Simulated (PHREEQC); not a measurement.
0.77 g of hydrous ferric oxide (600 m²/g; 0.2 weak and 0.005 strong sites per Fe, Dzombak-Morel constants, diffuse double layer) in 1 kg of water with 0.05 mol/kgw of an inert sodium salt and 0.51 mmol/kgw NaH2PO4, at 25 °C; the pH is set by adding NaOH or the inert anion's acid. Oxygen alone is held at its pressure in air (log pO2 = -0.68). The system is closed to CO2. Nothing may precipitate in this run.

Equilibrium calculation in PHREEQC: ion-association model, wateq4f.dat.

| pH | P sorbed (%) | surface charge σ (C/m²) | surface potential ψ (mV) |
|---|---|---|---|
| 3 | 100.0 | 0.231 | 146 |
| 3.38 | 100.0 | 0.209 | 142 |
| 3.75 | 100.0 | 0.186 | ? |
| 4.5 | 100.0 | ? | 119 |
| 4.88 | 100.0 | ? | 108 |
| 5.25 | 100.0 | 0.082 | 95 |
| 5.62 | 100.0 | ? | 80 |
| 6.38 | 99.9 | 0.026 | ? |
| 6.75 | 99.9 | 0.014 | 27 |
| 7.12 | 99.6 | 0.004 | 8 |
| 7.5 | 98.6 | -0.006 | -12 |
| 8.25 | 85.7 | -0.026 | -45 |
| 8.62 | 69.9 | -0.036 | -57 |
| 9 | 50.4 | -0.045 | -67 |

### Question
What belongs in the gaps?

### Answer

- 3.75, surface potential ψ (mV): 136
- 4.5, surface charge σ (C/m²): 0.133
- 4.88, surface charge σ (C/m²): 0.106
- 5.62, surface charge σ (C/m²): 0.060
- 6.38, surface potential ψ (mV): 45

H3PO4, which wateq4f.dat lacks, is added to it with the constant of phreeqc.dat. The oxide is taken as insoluble; below pH 4 it would dissolve.
